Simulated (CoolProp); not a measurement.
Model: reference Helmholtz-energy equation of state, Fiedler 2023, in CoolProp.

Problem. Give the vapour pressure (kPa), vapour density (kg/m³), liquid cp (kJ/(kg K)) of saturated tetrahydrofuran at 68.65 °C.

Solution. 
| T (°C) | p (kPa) | vapour density (kg/m³) | liquid cp (kJ/(kg K)) |
|---|---|---|---|
| 68.65 | 111 | 2.89 | 1.90 |
